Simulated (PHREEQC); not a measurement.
**Brine**

Consider water at 20 °C with 1.4 mol LiCl per kg of water. It is in equilibrium with CO2 at log p = -3.4 (atm). Otherwise closed; pH follows from the charge balance.

Computed with PHREEQC (Pitzer model, pitzer.dat).

This is a speciation only: nothing precipitates in the calculation.

Question: Predict the pH, activity of water.

Answer: pH 5.31; activity of water 0.948.

Question: In which forms is C present?

Answer: CO2 80 %, HCO3- 20 % of the C.

Species that the database lacks are ignored. In brines, pH and single-ion activities rest on the MacInnes convention.
